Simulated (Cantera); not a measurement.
Feed: 1 mol AlN, 3.2 mol HCl, 80 mol N₂.

Method: chemical equilibrium by Gibbs-energy minimisation in Cantera with the NASA 1993 tables (ideal gas, pure condensed phases). Candidate condensed phases: Al, AlCl₃, AlN, NH₄Cl; 20 gas species. The tables' values for AlCl₂ are old estimates. Equilibrium is a limit: real reactors are often held back by kinetics, nucleation or transport.

Task: What condenses at these points (T in °C, P in Pa): (1575, 1); (1675, 170); (1225, 28000); (1225, 7700); (1175, 13)?

Result: 
| T (°C) | P in Pa | condensed phases | Al condensed (%) |
|---|---|---|---|
| 1575 | 1 | gas only | 0.0 |
| 1675 | 170 | gas only | 0.0 |
| 1225 | 28000 | AlN | 17.4 |
| 1225 | 7700 | AlN | 13.3 |
| 1175 | 13 | gas only | 0.0 |
